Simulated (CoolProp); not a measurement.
A single-stage vapour-compression cycle with the fluid: evaporating at 272.15 K (dew point), condensing at 308.15 K (bubble point), superheat 10 K, subcooling 5 K, compressor efficiency 0.65, no pressure losses. The same conditions are run with several fluids, on thermodynamics alone (safety and materials aside).

Computed with CoolProp (reference Helmholtz-energy equation of state of each fluid (dimethyl ether: Wu 2011; n-pentane: Thol 2019; isobutane: Bücker 2006; R21: Platzer 1990; chloromethane (R40): Thol 2014; fluoroethane (R161): Wu 2012)). The equations of Platzer and Polt are older, rougher fits.

```
fluid                cooling COP  pressure ratio  discharge temperature (K)  refrigerating effect (kJ/kg)  volumetric capacity (kJ/m³)
-------------------  -----------  --------------  -------------------------  ----------------------------  ---------------------------
dimethyl ether              4.38            3.03                      345.8                           377                         2030
n-pentane                   4.50            4.18                      327.3                           331                          241
isobutane                   4.38            3.07                      327.2                           298                         1180
R21                         4.47            3.72                      364.2                           218                          668
chloromethane (R40)         4.32            3.05                      383.2                           363                         2070
fluoroethane (R161)         4.27            2.85                      349.2                           324                         3060
```
